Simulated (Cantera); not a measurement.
Cantera run:

```python
import numpy as np
import cantera as ct

gas_names = """
    SF4 Ca
""".split()
cond_names = """
    CaS(s) CaF2(a) CaF2(b) CaF2(L)
""".split()


# ... load() reads the species with a 1 bar reference pressure and builds the phases ...
species = {s.name: s for s in load("nasa_gas.yaml", gas_names) + load("nasa_condensed.yaml", cond_names)}
# Each term lists the table entries of one substance; the one whose range holds T is used.
reactions = {
    'SF4(g) + 3 Ca(g) = CaS + 2 CaF2':
        [(-1, ['SF4']), (-3, ['Ca']), (1, ['CaS(s)']), (2, ['CaF2(a)', 'CaF2(b)', 'CaF2(L)'])],
}


def pick(names, T):
    return next(species[n] for n in names if species[n].thermo.min_temp <= T <= species[n].thermo.max_temp)


results = []
for label, terms in reactions.items():
    print(label)
    print("     T/K   dH/kJ  dS/(J/K)   dG/kJ   log10 K")
    for T in [300, 475, 500, 525, 550, 575, 600, 625, 650, 675, 700, 725]:
        used = [(nu, pick(names, T)) for nu, names in terms]
        dH = sum(nu * s.thermo.h(T) for nu, s in used) / 1e6
        dS = sum(nu * s.thermo.s(T) for nu, s in used) / 1e3
        dG = dH - T * dS / 1e3
        logK = -dG * 1e6 / (ct.gas_constant * T * np.log(10))
        results.append((label, T, dH, dS, dG, logK, [s.name for _, s in used]))
        print(f"{T:8g} {dH:8.1f} {dS:8.1f} {dG:8.1f} {logK:8.2f}")
```

Result:

```
SF4(g) + 3 Ca(g) = CaS + 2 CaF2
     T/K   dH/kJ  dS/(J/K)   dG/kJ   log10 K
     300  -2695.2   -570.3  -2524.1   439.47
     475  -2686.9   -548.7  -2426.3   266.81
     500  -2685.7   -546.2  -2412.6   252.04
     525  -2684.5   -543.9  -2399.0   238.68
     550  -2683.3   -541.6  -2385.4   226.54
     575  -2682.1   -539.5  -2371.9   215.47
     600  -2680.9   -537.4  -2358.4   205.32
     625  -2679.7   -535.5  -2345.0   195.98
     650  -2678.5   -533.5  -2331.7   187.37
     675  -2677.2   -531.7  -2318.4   179.40
     700  -2675.9   -529.8  -2305.1   172.00
     725  -2674.7   -528.0  -2291.9   165.12
```

Source: NASA polynomial tables (part measured, part estimated), evaluated in Cantera. Condensed species are held in their standard states even where they would react or evaporate.
